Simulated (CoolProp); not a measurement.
A simple Rankine cycle with n-nonane: condensing at 330.15 K, boiler at 1.41 MPa, turbine inlet 575.4 K, turbine efficiency 0.65, pump efficiency 0.8, no recuperator. Each further row changes one setting.

Model: reference Helmholtz-energy equation of state, Lemmon 2006, in CoolProp. It is a short technical equation, of lower accuracy than the large ones.

| case | thermal efficiency (%) | net work (kJ/kg) | heat in (kJ/kg) | turbine exit temperature (K) | volume ratio over the turbine |
|---|---|---|---|---|---|
| as stated | 14.3 | 123 | 859 | 510.1 | 540 |
| turbine inlet 595.4 K | 14.0 | 129 | 923 | 532.3 | 500 |
| condensing temperature 322.15 K | 14.9 | 131 | 878 | 506.9 | 804 |
| boiler pressure 0.987 MPa | 13.7 | 120 | 879 | 519.0 | 325 |
| turbine efficiency 0.55 | 12.0 | 104 | 859 | 517.7 | 548 |
